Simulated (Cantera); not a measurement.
Feed: 1 mol Ti, 4.3 mol H2O, 50 mol H2, equilibrated at 1100 K and 0.0133 bar.

These are equilibrium values from Cantera (NASA tables, ideal gas, pure condensed phases), not measurements of a reactor. Candidate condensed phases: H2O, Ti, TiO, TiO2, Ti2O3, Ti3O5, Ti4O7; 12 gas species. Equilibrium is a limit: real reactors are often held back by kinetics, nucleation or transport.

### Question
What is the equilibrium state?

### Answer
```json
{
  "x(H2)": "0.958",
  "x(H2O)": "0.0424",
  "n(TiO2(rutile))": "1.00 mol",
  "gas_amount": "54.30 mol",
  "log10 activity of Ti4O7(s) (absent)": "-2.15",
  "log10 activity of Ti3O5(s) (absent)": "-2.37",
  "log10 activity of Ti2O3(s) (absent)": "-2.77"
}
```
